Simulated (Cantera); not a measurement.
An adiabatic, constant-pressure homogeneous reactor starts with CH4 : O2 : N2 = 1 : 4.08 : 44.9 (molar parts), at 1025 K and 1000000 Pa.

Model: GRI-Mech 3.0 (53 species, 325 reactions), integrated in Cantera.

### Question
Predict: time of steepest temperature rise; temperature at 0.400 s; equilibrium temperature; x(O2) at 0.400 s; x(H2O) at 0.400 s.

### Answer
```
Property                                                          Result
---------------------------------  -------------------------------------
time of steepest temperature rise                                0.113 s
temperature at 0.400 s                                            1485 K
equilibrium temperature                                           1484 K
x(O2) at 0.400 s                   0.0416 (gas-phase equilibrium 0.0413)
x(H2O) at 0.400 s                  0.0400 (gas-phase equilibrium 0.0400)
```
